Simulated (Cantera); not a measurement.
**Thermodynamics of abatement and gas-phase synthesis, feed N2O + H2**

Feed: 1 mol N2O, 0.26 mol H2, held at 0.133 bar.

These are equilibrium values from Cantera (NASA tables, ideal gas, pure condensed phases), not measurements of a reactor. Candidate condensed phases: H2O; 24 gas species. Equilibrium is a limit: real reactors are often held back by kinetics, nucleation or transport.

```json
[
 {"T (K)": "825", "log p N2": "-1.09", "log p O2": "-1.52", "log p H2O": "-1.67", "log p O": "<-12", "log p OH": "-9.28", "log p NO": "-6.43", "log p H": "<-12", "log p H2": "<-12"},
 {"T (K)": "975", "log p N2": "-1.09", "log p O2": "-1.52", "log p H2O": "-1.67", "log p O": "-10.90", "log p OH": "-7.70", "log p NO": "-5.54", "log p H": "<-12", "log p H2": "-11.30"},
 {"T (K)": "1125", "log p N2": "-1.09", "log p O2": "-1.52", "log p H2O": "-1.67", "log p O": "-9.10", "log p OH": "-6.54", "log p NO": "-4.89", "log p H": "-12.12", "log p H2": "-9.53"},
 {"T (K)": "1275", "log p N2": "-1.09", "log p O2": "-1.52", "log p H2O": "-1.67", "log p O": "-7.71", "log p OH": "-5.65", "log p NO": "-4.39", "log p H": "-10.22", "log p H2": "-8.17"},
 {"T (K)": "1425", "log p N2": "-1.09", "log p O2": "-1.52", "log p H2O": "-1.67", "log p O": "-6.62", "log p OH": "-4.95", "log p NO": "-3.99", "log p H": "-8.71", "log p H2": "-7.09"},
 {"T (K)": "1575", "log p N2": "-1.09", "log p O2": "-1.52", "log p H2O": "-1.67", "log p O": "-5.73", "log p OH": "-4.38", "log p NO": "-3.67", "log p H": "-7.49", "log p H2": "-6.22"},
 {"T (K)": "1725", "log p N2": "-1.09", "log p O2": "-1.52", "log p H2O": "-1.67", "log p O": "-5.00", "log p OH": "-3.91", "log p NO": "-3.41", "log p H": "-6.48", "log p H2": "-5.50"},
 {"T (K)": "1875", "log p N2": "-1.09", "log p O2": "-1.53", "log p H2O": "-1.68", "log p O": "-4.38", "log p OH": "-3.52", "log p NO": "-3.19", "log p H": "-5.63", "log p H2": "-4.89"},
 {"T (K)": "2025", "log p N2": "-1.09", "log p O2": "-1.53", "log p H2O": "-1.68", "log p O": "-3.86", "log p OH": "-3.19", "log p NO": "-3.01", "log p H": "-4.90", "log p H2": "-4.37"},
 {"T (K)": "2175", "log p N2": "-1.09", "log p O2": "-1.54", "log p H2O": "-1.69", "log p O": "-3.41", "log p OH": "-2.91", "log p NO": "-2.85", "log p H": "-4.28", "log p H2": "-3.93"},
 {"T (K)": "2325", "log p N2": "-1.10", "log p O2": "-1.55", "log p H2O": "-1.71", "log p O": "-3.02", "log p OH": "-2.67", "log p NO": "-2.71", "log p H": "-3.74", "log p H2": "-3.55"},
 {"T (K)": "2475", "log p N2": "-1.10", "log p O2": "-1.57", "log p H2O": "-1.74", "log p O": "-2.68", "log p OH": "-2.47", "log p NO": "-2.60", "log p H": "-3.26", "log p H2": "-3.23"},
 {"T (K)": "2625", "log p N2": "-1.11", "log p O2": "-1.60", "log p H2O": "-1.79", "log p O": "-2.38", "log p OH": "-2.30", "log p NO": "-2.51", "log p H": "-2.85", "log p H2": "-2.97"},
 {"T (K)": "2775", "log p N2": "-1.13", "log p O2": "-1.64", "log p H2O": "-1.88", "log p O": "-2.13", "log p OH": "-2.18", "log p NO": "-2.44", "log p H": "-2.51", "log p H2": "-2.76"}
]
```
log p: log10 of the partial pressure in bar; nothing condenses.

From 825 K to 2775 K nothing is condensed.
